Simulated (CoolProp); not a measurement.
Saturation properties of carbonyl sulfide.

Computed with CoolProp (reference Helmholtz-energy equation of state, Lemmon 2006). It is a short technical equation, of lower accuracy than the large ones.

| T (K) | p (MPa) | liquid density (kg/m³) | vapour density (kg/m³) | surface tension (mN/m) |
|---|---|---|---|---|
| 221.5 | [?] | 1177 | 3.169 | 21.0 |
| 230.4 | 0.1411 | 1158 | [?] | 19.4 |
| 239.2 | 0.2030 | 1139 | 6.428 | [?] |
| 248.1 | 0.2848 | 1119 | 8.810 | 16.2 |
| 256.9 | 0.3883 | 1098 | 11.77 | 14.7 |
| 265.8 | [?] | 1077 | 15.49 | 13.2 |
| 274.6 | 0.6788 | 1054 | 19.99 | 11.8 |
| 283.5 | [?] | 1031 | 25.51 | 10.4 |
| 292.3 | 1.105 | 1007 | 32.10 | 9.07 |
| 301.2 | 1.381 | 981.3 | 40.11 | [?] |
| 310 | 1.700 | 954.3 | 49.61 | 6.57 |

Q: Some entries are withheld; supply them.

A: 
- 221.5, p (MPa): 0.09452
- 230.4, vapour density (kg/m³): 4.589
- 239.2, surface tension (mN/m): 17.8
- 265.8, p (MPa): 0.5193
- 283.5, p (MPa): 0.8742
- 301.2, surface tension (mN/m): 7.78

It boils at 223.0 K under 1 atm.

Surface tension comes from a separate correlation (Mulero 2012).
